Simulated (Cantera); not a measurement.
# Moist CO burnout

An isothermal, constant-pressure homogeneous reactor starts with 0.311 % CO, 0.264 % O2, 5.09 % H2O, 94.3 % N2, at 1150 K and 400000 Pa.

Cantera simulation using GRI-Mech 3.0 (53 species, 325 reactions); the numbers are that mechanism's predictions, not measurements.

```
t (s)         x CO     x O2   x H2O    x H2O2       x H      x OH     x NO2
--------  --------  -------  ------  --------  --------  --------  --------
1.00e-5    0.00311  0.00264  0.0509    <1e-12    <1e-12  1.96e-12    <1e-12
5.37e-5    0.00311  0.00264  0.0509    <1e-12  8.21e-12  2.50e-11    <1e-12
0.000289   0.00311  0.00264  0.0509    <1e-12  8.89e-11  1.94e-10    <1e-12
0.00155    0.00311  0.00264  0.0509  3.54e-11   1.81e-9   3.77e-9    <1e-12
0.00833    0.00284  0.00254  0.0509   1.87e-7   1.05e-6   2.31e-6  2.18e-12
0.0447     0.00117  0.00174  0.0508   8.74e-8   6.40e-7   1.69e-6  4.92e-11
0.240     0.000175  0.00119  0.0510   9.15e-9   5.92e-8   5.38e-7  2.87e-10
1.29       3.87e-6  0.00109  0.0510  1.76e-10   1.14e-9   2.72e-7  3.58e-10
6.93      2.52e-10  0.00109  0.0510  6.02e-11  2.44e-12   2.19e-7  4.74e-12
37.2      2.43e-10  0.00109  0.0510  5.05e-11  2.17e-12   2.00e-7  4.93e-12
200       2.43e-10  0.00109  0.0510  5.05e-11  2.17e-12   2.00e-7  4.95e-12
```
x: mole fraction; the columns are a selection and need not sum to one.

Equilibrium at this temperature and pressure: CO 2.44e-10, O2 0.00108, H2O 0.0510, H2O2 5.04e-11, H 2.18e-12, OH 2.00e-7, NO2 3.22e-8 (gas phase only).
